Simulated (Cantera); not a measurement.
Cantera run:

```python
import numpy as np
import cantera as ct

gas_names = """
    B BF BF2 BF3 BH BHF2 BH2 BH3 BN B2 F F2 H HF H2 H2F2 H3F3 H4F4 H5F5 H6F6 H7F7 N NF NF2 NF3 NH NH2
    NH3 N2 N2H2 N2H4
""".split()
cond_names = """
    B(b) B(L) BN(s)
""".split()


# ... load() reads the species with a 1 bar reference pressure and builds the phases ...
atoms = {
    'BN': {'B': 1, 'N': 1},
    'NF3': {'N': 1, 'F': 3},
    'H2': {'H': 2},
}
top_T = {'BN(s)': 3200}  # K; cautious upper limits of use, not melting points


# ... equilibrate(T, P, feed) seeds the gas with the atoms and calls Mixture.equilibrate('TP', solver="vcs", rtol=1e-11, max_steps=5000) ...
results = []
feed = {'BN': 1, 'NF3': 1, 'H2': 9.6}  # mol
P = 10000  # Pa
for T in [1298, 1398, 1498, 1598, 1698, 1798, 1898]:
    mix = equilibrate(T, P, feed)
    results.append((T, P, feed, dict(zip(mix.species_names, mix.species_moles))))

top = {s: max(r[3][s] / sum(r[3][g] for g in gas_names) for r in results) for s in gas_names}
cols = sorted((s for s in top if top[s] > 1e-06), key=lambda s: -top[s])[:9]
seen = [c for c in cond_names if any(r[3].get(c, 0) > 1e-12 for r in results)]
print("log10 of partial pressures in bar; condensed amounts in mol")
print(f"{'T/K':>10s}" + "".join(f"{s[:9]:>10s}" for s in cols + seen))
for T, P, feed, n in results:
    ng = sum(n[g] for g in gas_names)
    print(f"{T:10.4g}" + "".join(f"{np.log10(max(n[s] / ng * P / 1e5, 1e-99)):10.3f}" for s in cols)
          + "".join(f"{n.get(c, 0):10.4g}" for c in seen))
```

Result:

```
log10 of partial pressures in bar; condensed amounts in mol
       T/K        H2        N2       BF3        HF       BF2      BHF2        BF         H       BH2     BN(s)
      1298    -1.088    -2.081    -2.102    -2.698    -5.681    -4.270    -8.441    -6.514   -11.590   0.07536
      1398    -1.089    -2.083    -2.109    -2.639    -4.973    -3.984    -7.219    -5.869   -10.311   0.08429
      1498    -1.090    -2.085    -2.119    -2.590    -4.363    -3.740    -6.165    -5.310    -9.205   0.09069
      1598    -1.091    -2.085    -2.132    -2.548    -3.835    -3.531    -5.247    -4.819    -8.239   0.09201
      1698    -1.093    -2.084    -2.155    -2.515    -3.378    -3.356    -4.443    -4.386    -7.391   0.08219
      1798    -1.096    -2.078    -2.198    -2.494    -2.988    -3.216    -3.740    -4.001    -6.642   0.04713
      1898    -1.102    -2.072    -2.272    -2.430    -2.723    -3.175    -3.239    -3.658    -6.149         0
```

Cantera equilibrium calculation (NASA polynomials, part measured and part estimated; ideal gas, pure solids and liquids). The tables' values for BF2 are old estimates; treat these amounts as uncertain.
